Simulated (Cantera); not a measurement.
Charge: 1 mol trisilylamine, 27 mol N2, equilibrated at 5.30 Pa.

Cantera equilibrium calculation (NASA polynomials, part measured and part estimated; ideal gas, pure solids and liquids). Candidate condensed phases: Si, Si3N4; 18 gas species. The feed counts by its element totals alone. The tables' values for SiN are old estimates; treat these amounts as uncertain. Equilibrium is a limit: real reactors are often held back by kinetics, nucleation or transport.

log p: log10 of the partial pressure in bar; n: condensed amount in mol.

```
T (K)  log p N2  log p H2  log p Si  log p H  log p Si2  log p Si2N  log p SiH  n Si3N4(s)  n Si(s)  n Si(l)
-----  --------  --------  --------  -------  ---------  ----------  ---------  ----------  -------  -------
1425      -4.35     -5.10     -9.23    -7.72          …      -11.45     -11.13       1.000        0        0
1475      -4.35     -5.10     -8.37    -7.44          …      -10.35     -10.37       0.999        0        0
1525      -4.34     -5.13     -7.72    -7.19          …       -9.64      -9.83           0     2.99        0
1575      -4.34     -5.13     -7.24    -6.95          …       -9.22      -9.43           0     2.96        0
1625      -4.34     -5.14     -6.79    -6.72          …       -8.83      -9.06           0     2.90        0
1675      -4.35     -5.14     -6.36    -6.51          …       -8.46      -8.71           0     2.73        0
1725      -4.35     -5.15     -5.99    -6.31          …       -8.18      -8.42           0        0     2.35
1775      -4.36     -5.17     -5.66    -6.13          …       -7.94      -8.16           0        0     1.56
1825      -4.38     -5.21     -5.36    -5.96          …       -7.76      -7.94           0        0        0
1875      -4.39     -5.23     -5.36    -5.80          …       -8.14      -8.00           0        0        0
```

**Question.** Fill in the missing entries.

**Answer.** 
- 1425, log p Si2: -12.80
- 1475, log p Si2: -11.47
- 1525, log p Si2: -10.54
- 1575, log p Si2: -9.91
- 1625, log p Si2: -9.32
- 1675, log p Si2: -8.77
- 1725, log p Si2: -8.32
- 1775, log p Si2: -7.91
- 1825, log p Si2: -7.56
- 1875, log p Si2: -7.79
